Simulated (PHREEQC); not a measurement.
Consider water at 25 °C and 300 atm with 8.2 mmol/kgw Al2(SO4)3. Closed to the air; pH follows from the charge balance.

Computed with PHREEQC (ion-association model, phreeqc.dat).

Each row changes one thing in this solution. No solid was allowed to form.

| case | pH | ionic strength (mol/kgw) | SO4-2 (mol/kgw) | HSO4- (mol/kgw) |
|---|---|---|---|---|
| as made | 3.96 | 0.0399 | 0.00946 | 4.38e-5 |
| Al2(SO4)3 replaced by CaSO4 at the same molality | 6.98 | 0.0251 | 0.00627 | ___ |
| Al2(SO4)3 from 0.0082 to 0.00738 mol/kgw | 3.97 | 0.0367 | 0.00872 | 4.03e-5 |
| Al2(SO4)3 from 0.0082 to 0.0164 mol/kgw | 3.90 | 0.0692 | 0.0160 | ___ |
| diluted 2-fold with water | 4.01 | 0.0231 | 0.00549 | 2.47e-5 |
| Al2(SO4)3 from 0.0082 to 0.0041 mol/kgw | 4.01 | 0.0231 | 0.00549 | 2.47e-5 |
| Al2(SO4)3 from 0.0082 to 0.0123 mol/kgw | 3.93 | 0.0551 | 0.0129 | 6.02e-5 |

Question: Complete the blanks.

Answer: 
- Al2(SO4)3 replaced by CaSO4 at the same molality, HSO4- (mol/kgw): 3.02e-8
- Al2(SO4)3 from 0.0082 to 0.0164 mol/kgw, HSO4- (mol/kgw): 7.49e-5

Some of these states are supersaturated (in Gibbsite (slow to form), for instance). Under pressure, the constants of complexes without a molar volume in the database are unreliable.
